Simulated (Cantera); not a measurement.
## Hydrocarbon pyrolysis for carbon deposition

A perfectly stirred reactor is fed with C₂H₄ : H₂ = 1 : 90 (molar parts), at 0.975 Torr; it is held at 1650 K, and followed from long to short residence time.

Computed with Cantera and GRI-Mech 3.0 (53 species, 325 reactions). GRI-Mech 3.0 was tuned for natural gas; its chemistry of ethylene as a main component is partial and can be far from experiment. GRI-Mech 3.0 stops at C3 and has no aromatics, soot or wall deposition, so with more carbon than oxygen in the feed, carbon stays in small species such as C2H2 where larger ones or solid carbon would form. Radical loss at walls, strong at low pressure, is not modelled.

```json
[
 {"τ (s)": "3.6", "x C₂H₄": "0.00100", "x H₂": "0.989", "x C₂H₆": "3.54e-10", "x CH₃": "9.34e-10", "x H": "5.78e-5"},
 {"τ (s)": "1.5", "x C₂H₄": "0.00247", "x H₂": "0.989", "x C₂H₆": "6.11e-10", "x CH₃": "3.87e-10", "x H": "2.90e-5"},
 {"τ (s)": "0.62", "x C₂H₄": "0.00482", "x H₂": "0.989", "x C₂H₆": "9.10e-10", "x CH₃": "2.31e-10", "x H": "1.41e-5"},
 {"τ (s)": "0.25", "x C₂H₄": "0.00740", "x H₂": "0.989", "x C₂H₆": "1.14e-9", "x CH₃": "1.90e-10", "x H": "6.26e-6"},
 {"τ (s)": "0.10", "x C₂H₄": "0.00925", "x H₂": "0.989", "x C₂H₆": "1.23e-9", "x CH₃": "1.70e-10", "x H": "2.62e-6"},
 {"τ (s)": "0.043", "x C₂H₄": "0.0102", "x H₂": "0.989", "x C₂H₆": "1.16e-9", "x CH₃": "1.48e-10", "x H": "1.15e-6"},
 {"τ (s)": "0.018", "x C₂H₄": "0.0106", "x H₂": "0.989", "x C₂H₆": "9.52e-10", "x CH₃": "1.15e-10", "x H": "4.81e-7"},
 {"τ (s)": "0.0074", "x C₂H₄": "0.0108", "x H₂": "0.989", "x C₂H₆": "6.37e-10", "x CH₃": "7.25e-11", "x H": "1.97e-7"},
 {"τ (s)": "0.0030", "x C₂H₄": "0.0109", "x H₂": "0.989", "x C₂H₆": "3.39e-10", "x CH₃": "3.48e-11", "x H": "7.93e-8"},
 {"τ (s)": "0.0013", "x C₂H₄": "0.0110", "x H₂": "0.989", "x C₂H₆": "1.57e-10", "x CH₃": "1.34e-11", "x H": "3.37e-8"}
]
```
x: mole fraction; the columns are a selection and need not sum to one.
